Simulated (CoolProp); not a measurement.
Saturation properties of R13.

The numbers come from the reference Helmholtz-energy equation of state, Platzer 1990 in CoolProp. This equation is an older, rougher fit; its heat capacities, sound speeds and derivatives of the liquid may be far off and weren't checked against measurements.

```
T (K)   p (MPa)  liquid density (kg/m³)  vapour density (kg/m³)  liquid viscosity (µPa s)
-----  --------  ----------------------  ----------------------  ------------------------
152.9  0.006861                    1662                  0.5671                       609
161.2   0.01384                    1632                   1.089                       518
169.6   0.02598                    1602                   1.955                       445
177.9   0.04528                    1572                   3.274                       387
186.3   0.07504                    1541                   5.235                       338
194.7    0.1184                    1509                   8.008                       297
203      0.1782                    1476                   11.75                       263
211.4    0.2600                    1442                   16.78                       233
219.7    0.3661                    1407                   23.27                       208
228.1    0.5036                    1370                   31.68                       185
```

It boils at 191.7 K under 1 atm.

Viscosity comes from a separate model (Huber 2003), an estimate that may be off by 10 % or more.
